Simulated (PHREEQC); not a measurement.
Consider water at 25 °C with 0.0013 mol HNO3 and 0.00019 mol K2SO4 per kg of water. Closed to the air; pH follows from the charge balance.

The numbers come from PHREEQC with the ion-association model, wateq4f.dat.

No solid was allowed to form.

**Question.** Order these S species by the share of S that they hold, largest first: HSO4-, SO4-2, KSO4-.

**Answer.** SO4-2 (90 %), HSO4- (9.4 %), KSO4- (0.20 %)

The pH is 2.91 and the ionic strength 0.00183 mol/kgw.
